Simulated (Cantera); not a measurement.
Equilibrium for silicon oxide and oxynitride deposition: TEOS + CO2 + H2

Charge: 1 mol TEOS, 1.2 mol CO2, 4.5 mol H2, held at 975 K and 1200 Pa.

Method: chemical equilibrium by Gibbs-energy minimisation in Cantera with the NASA 1993 tables (ideal gas, pure condensed phases). Candidate condensed phases: C, C6H6, C7H8, C8H18, H2O, Si, SiC, SiO2; 123 gas species. The feed counts by its element totals alone. Kinetics and transport are ignored.

```json
{
  "x(H2)": "0.766",
  "x(CO)": "0.231",
  "x(H2O)": "0.00128",
  "x(CH4)": "0.000885",
  "x(CO2)": "0.000615",
  "n(C(graphite))": "4.82 mol",
  "n(SiO2(β-quartz))": "1.00 mol",
  "gas_amount": "18.85 mol",
  "log10 activity of Si(s) (absent)": "-13.01"
}
```
